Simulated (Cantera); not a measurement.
A closed system holds: 1 mol CF₄, 0.036 mol HCl, 0.095 mol H₂, at 91.0 Pa.

Method: chemical equilibrium by Gibbs-energy minimisation in Cantera with the NASA 1993 tables (ideal gas, pure condensed phases). Candidate condensed phases: C, C₆H₆, C₇H₈, C₈H₁₈; 118 gas species. Gases not in the tables: C₂F₆ and larger saturated fluorocarbons. Kinetics and transport are ignored.

x: gas mole fraction; n: condensed amount in mol.

```
T (K)     x F     x CF₄   x CF₂    x HF    x Cl      x CF  n C(graphite)
-----  ------  --------  ------  ------  ------  --------  -------------
1775   0.0178     0.731  0.0385   0.181  0.0287   2.34e-5     (withheld)
1875   0.0542     0.645  0.0982   0.170  0.0271  0.000130     (withheld)
1975    0.167     0.499   0.154   0.149  0.0237  0.000362              0
2075    0.368     0.257   0.235   0.113  0.0180   0.00116              0
2175    0.533    0.0609   0.299  0.0836  0.0133   0.00412              0
2275    0.651   0.00821   0.246  0.0714  0.0114   0.00988     (withheld)
2375    0.758  0.000896   0.149  0.0645  0.0103    0.0165     (withheld)
```

Problem. What belongs in the gaps?

Solution. 
- 1775, n C(graphite): 0.0373
- 1875, n C(graphite): 0.00759
- 2275, n C(graphite): 0.157
- 2375, n C(graphite): 0.414
